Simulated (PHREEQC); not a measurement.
2.1 g of hydrous ferric oxide (600 m²/g; 0.2 weak and 0.005 strong sites per Fe, Dzombak-Morel constants, diffuse double layer) in 1 kg of water with 0.005 mol/kgw of an inert sodium salt and 0.00011 mol/kgw NaF, at 25 °C; the pH is set by adding NaOH or the inert anion's acid. Oxygen is held at 0.21 atm. CO2 from the air is kept out. Nothing may precipitate in this run.

Base run: PHREEQC, ion-association model, wateq4f.dat. Each further column changes one thing. The table gives F sorbed (%).

```json
[
 {"pH": "4", "base": "99.5", "background salt from 0.005 to 0.0005 mol/kgw": "99.7", "oxide from 2.1 to 10 g/kgw": "99.8"},
 {"pH": "4.38", "base": "99.3", "background salt from 0.005 to 0.0005 mol/kgw": "99.6", "oxide from 2.1 to 10 g/kgw": "99.8"},
 {"pH": "5.12", "base": "98.1", "background salt from 0.005 to 0.0005 mol/kgw": "98.8", "oxide from 2.1 to 10 g/kgw": "99.6"},
 {"pH": "5.5", "base": "96.5", "background salt from 0.005 to 0.0005 mol/kgw": "97.7", "oxide from 2.1 to 10 g/kgw": "99.2"},
 {"pH": "6.25", "base": "87.5", "background salt from 0.005 to 0.0005 mol/kgw": "89.9", "oxide from 2.1 to 10 g/kgw": "97.2"},
 {"pH": "6.62", "base": "77.1", "background salt from 0.005 to 0.0005 mol/kgw": "80.1", "oxide from 2.1 to 10 g/kgw": "94.4"},
 {"pH": "7.38", "base": "41.0", "background salt from 0.005 to 0.0005 mol/kgw": "43.4", "oxide from 2.1 to 10 g/kgw": "77.2"},
 {"pH": "7.75", "base": "24.0", "background salt from 0.005 to 0.0005 mol/kgw": "25.3", "oxide from 2.1 to 10 g/kgw": "60.3"},
 {"pH": "8.5", "base": "5.8", "background salt from 0.005 to 0.0005 mol/kgw": "5.9", "oxide from 2.1 to 10 g/kgw": "22.7"},
 {"pH": "8.88", "base": "2.6", "background salt from 0.005 to 0.0005 mol/kgw": "2.6", "oxide from 2.1 to 10 g/kgw": "11.4"},
 {"pH": "9.62", "base": "0.6", "background salt from 0.005 to 0.0005 mol/kgw": "0.5", "oxide from 2.1 to 10 g/kgw": "2.6"},
 {"pH": "10", "base": "0.3", "background salt from 0.005 to 0.0005 mol/kgw": "0.2", "oxide from 2.1 to 10 g/kgw": "1.2"}
]
```
